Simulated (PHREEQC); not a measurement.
**Alkaline etch or developer: speciation**

Make-up at 25 °C: 0.029 mol NH3, 2.4e-05 mol H4SiO4 and 0.24 mol K3PO4 per kg of water. Closed to the air; pH follows from the charge balance.

Equilibrium calculation in PHREEQC: ion-association model, phreeqc.dat.

Each row changes one thing in this solution. No solid was allowed to form.

| case | pH | ionic strength (mol/kgw) | NH4+ (mol/kgw) | H3SiO4- (mol/kgw) | H2SiO4-2 (mol/kgw) | H4SiO4 (mol/kgw) | SI of Quartz (SiO2) |
|---|---|---|---|---|---|---|---|
| as made | 12.10 | 1.39 | 0.000111 | 1.84e-5 | 5.53e-6 | 4.16e-8 | -3.25 |
| K3PO4 left out | 10.84 | 0.000742 | 0.000742 | 2.18e-5 | 1.12e-7 | 2.08e-6 | -1.70 |
| diluted 100-fold with water | 11.27 | 0.0102 | 3.01e-6 | 2.29e-7 | 3.91e-9 | 7.45e-9 | … |
| temperature from 25 to 15 °C | … | 1.40 | 0.000134 | 1.91e-5 | 4.86e-6 | 3.66e-8 | … |
| H4SiO4 from 2.4e-05 to 4.8e-06 mol/kgw | 12.10 | 1.39 | 0.000111 | 3.68e-6 | 1.11e-6 | 8.32e-9 | -3.95 |
| 0.0035 mol/kgw H3BO3 added | 12.07 | 1.38 | 0.000120 | 1.88e-5 | 5.20e-6 | 4.60e-8 | -3.20 |
| H4SiO4 from 2.4e-05 to 0.00024 mol/kgw | 12.10 | 1.39 | 0.000112 | 0.000185 | 5.51e-5 | 4.20e-7 | -2.24 |

**Question.** Fill in the missing entries.

**Answer.** 
- diluted 100-fold with water, SI of Quartz (SiO2): -4.15
- temperature from 25 to 15 °C, pH: 12.34
- temperature from 25 to 15 °C, SI of Quartz (SiO2): -3.15

The ionic strength passes 0.7 mol/kgw, the rough limit of the ion-association models, in as made; temperature from 25 to 15 °C; H4SiO4 from 2.4e-05 to 4.8e-06 mol/kgw; 0.0035 mol/kgw H3BO3 added; H4SiO4 from 2.4e-05 to 0.00024 mol/kgw.
